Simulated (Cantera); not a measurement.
## Equilibrium for chlorosilane synthesis and conversion: Si + HCl + H₂

Feed: 1 mol Si, 0.95 mol HCl, 1.3 mol H₂, at 1398 K.

Cantera equilibrium calculation (NASA polynomials, part measured and part estimated; ideal gas, pure solids and liquids). Candidate condensed phases: Si; 19 gas species. The tables' values for SiCl₃ are old estimates; treat these amounts as uncertain. Gases not in the tables: Si₂H₆ and higher silanes. Rates play no part.

| P (Pa) | x H₂ | x HCl | x SiCl₂ | x SiHCl₃ | x SiCl₄ | x SiCl₃ | x SiH₂Cl₂ | n Si(s) |
|---|---|---|---|---|---|---|---|---|
| 10000 | 0.746 | 0.136 | 0.0727 | 0.00754 | 0.0196 | 0.0182 | 0.000437 | 0.743 |
| 23000 | 0.761 | 0.122 | 0.0572 | 0.0122 | 0.0278 | 0.0193 | 0.000807 | 0.749 |
| 51000 | 0.776 | 0.107 | 0.0434 | 0.0181 | 0.0355 | 0.0190 | 0.00138 | 0.752 |
| 120000 | 0.790 | 0.0910 | 0.0308 | 0.0257 | 0.0422 | 0.0174 | 0.00236 | 0.753 |
| 260000 | 0.802 | 0.0773 | 0.0219 | 0.0337 | 0.0462 | 0.0154 | 0.00369 | 0.750 |
| 590000 | 0.811 | 0.0640 | 0.0149 | 0.0429 | 0.0482 | 0.0130 | 0.00574 | 0.745 |
| 1300000 | 0.818 | 0.0527 | 0.00999 | 0.0523 | 0.0480 | 0.0106 | 0.00856 | 0.738 |
| 3000000 | 0.822 | 0.0423 | 0.00641 | 0.0622 | 0.0456 | 0.00827 | 0.0127 | 0.728 |
x: gas mole fraction; n: condensed amount in mol.

From 10000 Pa to 3000000 Pa the condensed part is Si(s). The main Si-bearing gas is SiCl₂ at 10000 Pa and SiHCl₃ at 3000000 Pa. The share of Si in condensed phases is highest at 120000 Pa (75.3 %) and lowest at 3000000 Pa (72.8 %).
